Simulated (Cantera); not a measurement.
Input: 1 mol Si₃N₄, 0.02 mol N₂O, 70 mol N₂, 0.023 mol O₂, at 0.000900 Torr.

Cantera equilibrium calculation (NASA polynomials, part measured and part estimated; ideal gas, pure solids and liquids). Candidate condensed phases: Si, SiO₂, Si₂N₂O, Si₃N₄; 16 gas species. Mutual solubility and eutectic melting of coexisting phases are not modelled. The numbers say what is thermodynamically allowed, not how fast it happens.

Question: Which condensed phases are stable at each of these points (T (°C)): 775, 875, 975, 1075, 1175, 1275, 1375, 1475, 1575, 1675, 1775, 1875?

Answer: 
| T (°C) | condensed phases | Si condensed (%) |
|---|---|---|
| 775 | Si₂N₂O(s) + Si₃N₄(s) | 100.0 |
| 875 | Si₂N₂O(s) + Si₃N₄(s) | 100.0 |
| 975 | Si₂N₂O(s) + Si₃N₄(s) | 99.5 |
| 1075 | Si(s) | 97.4 |
| 1175 | Si(s) | 91.9 |
| 1275 | Si(s) | 31.8 |
| 1375 | gas only | 0.0 |
| 1475 | gas only | 0.0 |
| 1575 | gas only | 0.0 |
| 1675 | gas only | 0.0 |
| 1775 | gas only | 0.0 |
| 1875 | gas only | 0.0 |

From 775 °C to 975 °C the condensed part is Si₂N₂O(s) + Si₃N₄(s). From 1075 °C to 1275 °C the condensed part is Si(s). From 1375 °C to 1875 °C nothing is condensed.
